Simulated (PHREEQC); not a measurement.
0.35 g of hydrous ferric oxide (600 m²/g; 0.2 weak and 0.005 strong sites per Fe, Dzombak-Morel constants, diffuse double layer) in 1 kg of water with 0.005 mol/kgw of an inert sodium salt, at 25 °C; the pH is set by adding NaOH or the inert anion's acid. Oxygen alone is held at its pressure in air (log pO2 = -0.68). The system is closed to CO2. Nothing may precipitate in this run.

Base run: PHREEQC, ion-association model, wateq4f.dat. Each further column changes one thing. The table gives surface charge σ (C/m²).

```csv
pH,base,background salt from 0.005 to 0.0005 mol/kgw,oxide from 0.35 to 1.8 g/kgw,0.00028 mol/kgw NaH2PO4 added
3,0.304,0.245,0.312,0.154
4.33,0.148,0.075,0.154,0.067
5,0.091,0.039,0.093,0.037
6.33,0.027,0.010,0.027,0.008
7.67,0.004,0.001,0.004,-0.005
9,-0.009,-0.003,-0.009,-0.016
9.67,-0.021,-0.008,-0.022,-0.026
11,-0.081,-0.049,-0.083,-0.085
```

The oxide is taken as insoluble; below pH 4 it would dissolve. H3PO4, which wateq4f.dat lacks, is added to it with the constant of phreeqc.dat.
